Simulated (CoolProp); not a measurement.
Vapour-liquid equilibrium of R22 (1) + R113 (2) at 334 kPa; x and y are mole fractions of (1).

The numbers come from the multi-fluid Helmholtz-energy mixture model, Kamei 1995 and Marx 1992; pair parameters Bell 2016 in CoolProp.

```
x      bubble temperature (K)  y at the bubble point  dew temperature at overall composition x (K)  liquid density (mol/L)
-----  ----------------------  ---------------------  --------------------------------------------  ----------------------
0.05                    344.0                  0.387                                         360.1                   7.888
0.125                   322.4                  0.696                                         356.9                   8.462
0.2                     307.0                  0.832                                         353.5                   8.981
0.275                   296.2                  0.897                                         349.9                   9.469
0.35                    288.4                  0.931                                         346.0                   9.946
0.425                   282.7                  0.951                                           ___                   10.43
0.5                     278.3                  0.964                                         337.3                   10.92
0.575                   274.8                    ___                                         332.2                   11.43
0.65                    271.9                  0.979                                           ___                   11.98
0.725                   269.4                  0.984                                         319.6                   12.57
0.8                       ___                  0.989                                         311.3                   13.21
0.875                   265.0                  0.993                                           ___                   13.91
0.95                    262.9                  0.997                                         283.1                   14.70
```

Q: Some entries are withheld; supply them.

A: 
- 0.425, dew temperature at overall composition x (K): 341.9
- 0.575, y at the bubble point: 0.973
- 0.65, dew temperature at overall composition x (K): 326.4
- 0.8, bubble temperature (K): 267.2
- 0.875, dew temperature at overall composition x (K): 300.3

No azeotrope shows between x = 0.05 and 0.95.

The pair parameters rest on a limited set of measurements; away from them the model extrapolates. The gap from Raoult's law changes sign with composition, which may be real or a fault of the pair parameters; it wasn't checked against measurements.
